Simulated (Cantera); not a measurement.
Input (Python, Cantera):

```python
import numpy as np
import cantera as ct

gas = ct.Solution("gri30.yaml")
gas.TPX = 1675, 120000, {'CH4': 1, 'H2': 0.2, 'O2': 1.42, 'N2': 5.35}
reactor = ct.IdealGasReactor(gas, energy="on", clone=False)
net = ct.ReactorNet([reactor])
net.rtol, net.atol = 1e-08, 1e-16
show = ['CH4', 'H2', 'O2', 'CH3', 'CO']
times = np.geomspace(2e-06, 0.2, 11)

steps = ct.SolutionArray(gas, extra=["t"])
rows = []
print(f"{'t/s':>10s}{'T/K':>9s}{'P/Pa':>11s}" + "".join(f"{s:>11s}" for s in show))
for t in times:
    while net.time < t:
        t_next = net.step()
        steps.append(gas.state, t=t_next)
    rows.append([np.interp(t, steps.t, y) for y in (steps.T, steps.P, *steps(*show).X.T)])
    print(f"{t:10.3e}{rows[-1][0]:9.1f}{rows[-1][1]:11.4g}" + "".join(f"{x:11.3e}" for x in rows[-1][2:]))
rate = np.gradient(steps.T, steps.t)
print("integrator steps:", len(steps.t))
if steps.T.max() > steps.T[0] + 200:
    print(f"time of steepest temperature rise: {steps.t[rate.argmax()]:.4e} s")
gas.TPX = 1675, 120000, {'CH4': 1, 'H2': 0.2, 'O2': 1.42, 'N2': 5.35}
gas.equilibrate("UV")
print(f"equilibrium (UV): T = {gas.T:.1f} K  " + "  ".join(f"{s} {gas[s].X[0]:.3e}" for s in show))
```

It prints:

```
       t/s      T/K       P/Pa        CH4         H2         O2        CH3         CO
 2.000e-06   1675.0    1.2e+05  1.255e-01  2.510e-02  1.782e-01  7.442e-06  3.181e-10
 6.325e-06   1674.9    1.2e+05  1.254e-01  2.510e-02  1.782e-01  2.845e-05  8.607e-09
 2.000e-05   1674.7    1.2e+05  1.253e-01  2.509e-02  1.781e-01  1.370e-04  4.644e-07
 6.325e-05   1678.7  1.203e+05  1.233e-01  2.507e-02  1.770e-01  1.072e-03  1.022e-04
 2.000e-04   2999.9  2.384e+05  7.247e-13  7.394e-02  3.684e-03  4.391e-12  8.864e-02
 6.325e-04   2992.5  2.378e+05  8.262e-13  7.548e-02  3.230e-03  4.783e-12  8.908e-02
 2.000e-03   2991.7  2.377e+05  8.313e-13  7.559e-02  3.203e-03  4.800e-12  8.911e-02
 6.325e-03   2991.7  2.377e+05  8.313e-13  7.559e-02  3.203e-03  4.800e-12  8.911e-02
 2.000e-02   2991.7  2.377e+05  8.313e-13  7.559e-02  3.203e-03  4.800e-12  8.911e-02
 6.325e-02   2991.7  2.377e+05  8.313e-13  7.559e-02  3.203e-03  4.800e-12  8.911e-02
 2.000e-01   2991.7  2.377e+05  8.313e-13  7.559e-02  3.203e-03  4.800e-12  8.911e-02
integrator steps: 1592
time of steepest temperature rise: 1.4083e-04 s
equilibrium (UV): T = 2991.7 K  CH4 9.984e-13  H2 7.559e-02  O2 3.203e-03  CH3 5.764e-12  CO 8.911e-02
```

Model: GRI-Mech 3.0 (53 species, 325 reactions), integrated in Cantera.
